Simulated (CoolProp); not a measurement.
Vapour-liquid equilibrium of n-heptane (1) + toluene (2) at 74.65 °C; x and y are mole fractions of (1).

Computed with CoolProp (multi-fluid Helmholtz-energy mixture model, Span 2003 and Lemmon 2006; pair parameters Bell 2016).

Q: Give the bubble pressure and the first vapour's composition at x = 0.25, 0.65, 0.95. Is there an azeotrope?

A: x = 0.25: 0.3927 bar, y = 0.365; x = 0.65: 0.4510 bar, y = 0.707; x = 0.95: 0.4740 bar, y = 0.955. No azeotrope shows between x = 0.05 and 0.95.

Pair parameters are fitted to limited data, so mixtures are less certain than the pure fluids.
